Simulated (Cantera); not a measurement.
Charge: 1 mol PbS, a varied amount of H₂, 3.5 mol N₂, equilibrated at 1325 K and 1580 Torr.

These are equilibrium values from Cantera (NASA tables, ideal gas, pure condensed phases), not measurements of a reactor. Candidate condensed phases: Pb, PbS, S; 18 gas species. Mutual solubility and eutectic melting of coexisting phases are not modelled. The numbers say what is thermodynamically allowed, not how fast it happens.

Q: Which condensed phases are stable at each of these points (n(H₂) (mol)): 2.9, 5.8, 12, 24, 49, 100, 200, 420, 850?

A: 
```
n(H₂) (mol)  condensed phases  Pb condensed (%)
-----------  ----------------  ----------------
2.9            Pb(l) + PbS(s)              82.8
5.8            Pb(l) + PbS(s)              75.0
12                      Pb(l)              78.0
24                      Pb(l)              78.3
49                      Pb(l)              75.2
100                     Pb(l)              67.0
200                     Pb(l)              50.1
420                     Pb(l)              12.4
850                  gas only               0.0
```

From 2.9 mol H₂ to 5.8 mol H₂ the condensed part is Pb(l) + PbS(s). From 12 mol H₂ to 420 mol H₂ the condensed part is Pb(l). At 850 mol H₂ nothing is condensed.
